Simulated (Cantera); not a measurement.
An isothermal, constant-pressure homogeneous reactor starts with CO : O2 : H2O : N2 = 0.0087 : 0.014 : 0.00083 : 1 (molar parts), at 1248 K and 7500 Torr.

Detailed kinetics in Cantera: GRI-Mech 3.0 (53 species, 325 reactions).

x: mole fraction; the columns are a selection and need not sum to one.

```
t (s)        x CO     x O2     x H2O      x H2     x CO2      x NO
--------  -------  -------  --------  --------  --------  --------
2.00e-5   0.00850   0.0137  0.000811    <1e-12   2.56e-9    <1e-12
6.11e-5   0.00850   0.0137  0.000811  2.68e-12       ___    <1e-12
0.000186  0.00850   0.0137  0.000811  3.69e-11   4.63e-8    <1e-12
0.000569  0.00850   0.0137  0.000811  6.66e-10   4.57e-7    <1e-12
0.00174   0.00848   0.0137  0.000810   9.24e-8   2.39e-5  6.38e-12
0.00530   0.00782   0.0133  0.000804   4.40e-6  0.000681   1.82e-9
0.0162    0.00588   0.0124  0.000804   5.25e-6   0.00263   2.39e-8
0.0494    0.00264   0.0108  0.000809   2.67e-6   0.00589   1.37e-7
0.151         ___  0.00965  0.000813       ___   0.00816       ___
0.461     3.92e-6  0.00947  0.000814   3.91e-9   0.00853   5.48e-7
1.41      5.93e-9  0.00947  0.000814  1.31e-10   0.00854   6.25e-7
4.29      1.44e-9  0.00947  0.000814  8.84e-11   0.00854   6.28e-7
13.1      1.44e-9  0.00947  0.000814  8.84e-11   0.00854   6.28e-7
40.0      1.44e-9  0.00947  0.000814  8.84e-11   0.00854   6.28e-7
```

**Question.** What belongs in the gaps?

**Answer.** 
- 6.11e-5, x CO2: 9.29e-9
- 0.151, x CO: 0.000374
- 0.151, x H2: 3.72e-7
- 0.151, x NO: 3.29e-7
